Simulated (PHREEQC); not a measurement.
Solution (25 °C): 0.0058 mol/kgw H2S, 0.00063 mol/kgw NaCl and 0.045 mol/kgw ZnCl2. Closed to the air; pH follows from the charge balance.

Computed with PHREEQC (ion-association model, wateq4f.dat).

```tsv
quantity	before	after
pH	2.37	4.29
ionic strength (mol/kgw)	0.126	0.00133
Cl- (mol/kgw)	0.0869	0.000905
Zn+2 (mol/kgw)	0.0388	0.000422
ZnCl+ (mol/kgw)	0.00338	8.77e-7
SI of ZnS(a) (ZnS)	+1.75	+1.86
SI of Zincite(c) (ZnO)	-8.24	-6.01
```

### Question
Which change was made?
A. NaCl replaced by CsCl at the same molality
B. ZnCl2 from 0.045 to 0.45 mol/kgw
C. diluted 100-fold with water
D. NaCl replaced by Na2HPO4 at the same molality

### Answer
C, diluted 100-fold with water

This is a speciation only: nothing precipitates in the calculation. Some of these states are supersaturated (in ZnS(a), Sphalerite (slow to form), for instance).
